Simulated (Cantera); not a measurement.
Charge: 1 mol AlCl3, 8.4 mol HCl, 15 mol N2, at 0.133 bar.

Equilibrium computed with Cantera from the NASA thermochemical tables; the gas is ideal and each condensed phase is pure. Candidate condensed phases: Al, AlCl3, AlN, NH4Cl; 20 gas species. The tables' values for AlCl2 are old estimates; treat these amounts as uncertain. The numbers say what is thermodynamically allowed, not how fast it happens.

### Question
At 1350 °C, list the 4 most abundant gas species with their mole fractions, and the condensed phases.

### Answer
N2 0.614, HCl 0.342, AlCl3 0.0409, Cl 0.00174. Condensed: gas only.
